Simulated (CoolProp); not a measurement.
Vapour-liquid equilibrium of CH2F2 (R32) (1) + R236FA (2) at 267.2 K; x and y are mole fractions of (1).

Values from CoolProp's multi-fluid Helmholtz-energy mixture model, Tillner-Roth 1997 and Pan 2012; pair parameters Bell 2016.

Task: Give the bubble pressure and the first vapour's composition at x = 0.5, 0.8, 0.95. Is there an azeotrope?

Result: x = 0.5: 0.3712 MPa, y = 0.869; x = 0.8: 0.5452 MPa, y = 0.959; x = 0.95: 0.6371 MPa, y = 0.991. No azeotrope shows between x = 0.05 and 0.95.

The pair parameters rest on a limited set of measurements; away from them the model extrapolates.
